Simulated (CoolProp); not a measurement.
Decamethyltetrasiloxane (MD2M) along the isotherm 326.85 °C: Z from the reference equation and from simpler models built on Tc = 326.2 °C, pc = 1.144 MPa, ω = 0.635; each cubic takes its own stable root.

The numbers come from the reference Helmholtz-energy equation of state, Thol 2017 in CoolProp.

```
p (MPa)  phase  reference
-------  -----  ---------
0.0409     gas     0.9885
0.0817     gas     0.9768
0.123      gas     0.9648
0.163      gas     0.9530
0.204      gas     0.9407
0.245      gas     0.9282
0.286      gas     0.9154
0.327      gas     0.9023
0.368      gas     0.8889
0.409      gas     0.8751
0.449      gas     0.8613
0.49       gas     0.8467
0.531      gas     0.8317
0.572      gas     0.8161
```

Problem. How far does each simpler model (van der Waals, Redlich-Kwong) lie from the reference over these 14 states: mean and median of the absolute difference, and the worst?

Solution. 
- van der Waals: mean 0.7 %, median 0.6 %, worst +1.3 % at 326.85 °C and 0.572 MPa
- Redlich-Kwong: mean 0.7 %, median 0.6 %, worst -1.3 % at 326.85 °C and 0.572 MPa
